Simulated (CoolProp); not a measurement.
Vapour-liquid equilibrium of n-hexane (1) + n-decane (2) at 470.8 K; x and y are mole fractions of (1).

Values from CoolProp's multi-fluid Helmholtz-energy mixture model, Thol 2019 and Lemmon 2006; pair parameters Kunz 2012.

Give the bubble pressure and the first vapour's composition at x = 0.15, 0.35, 0.75. Is there an azeotrope?

x = 0.15: 350.7 kPa, y = 0.530; x = 0.35: 608.1 kPa, y = 0.767; x = 0.75: 1234 kPa, y = 0.939. No azeotrope shows between x = 0.05 and 0.95.

The pair parameters rest on a limited set of measurements; away from them the model extrapolates.
